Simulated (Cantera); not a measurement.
A closed system holds: 1 mol SiH2Cl2, 0.68 mol Cl2, 6.5 mol N2, at 1398 K.

Cantera equilibrium calculation (NASA polynomials, part measured and part estimated; ideal gas, pure solids and liquids). Candidate condensed phases: NH4Cl, Si, Si3N4; 28 gas species. N2 is the only nitrogen source here; it is nearly inert below about 1500 K, so the nitride shown seldom forms there in practice. Kinetics and transport are ignored.

Question: What share of the Si ends up in condensed phases as a function of P (Pa), at 100, 230, 540, 1300, 2900, 6800, 16000, 37000, 86000, 200000?

Answer: 
| P (Pa) | Si condensed (%) | as |
|---|---|---|
| 100 | 12.0 | Si3N4(s) |
| 230 | 23.3 | Si3N4(s) |
| 540 | 33.6 | Si3N4(s) |
| 1300 | 41.3 | Si3N4(s) |
| 2900 | 45.6 | Si3N4(s) |
| 6800 | 48.0 | Si3N4(s) |
| 16000 | 49.0 | Si3N4(s) |
| 37000 | 49.1 | Si3N4(s) |
| 86000 | 48.7 | Si3N4(s) |
| 200000 | 48.0 | Si3N4(s) |
